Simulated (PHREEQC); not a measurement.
Solution (60 °C): 120 mmol/kgw CuSO4, 40 mmol/kgw HNO3 and 0.038 mmol/kgw KCl. Closed to the air; pH follows from the charge balance.

Equilibrium calculation in PHREEQC: ion-association model, wateq4f.dat.

No solid was allowed to form.

Problem. Order these S species by the share of S that they hold, largest first: CuSO4, SO4-2, HSO4-.

Solution. CuSO4 (41 %), SO4-2 (35 %), HSO4- (24 %)

The pH is 2.07 and the ionic strength 0.268 mol/kgw. At this temperature some constants are extrapolated from 25 °C, and those without enthalpy data are left unchanged.
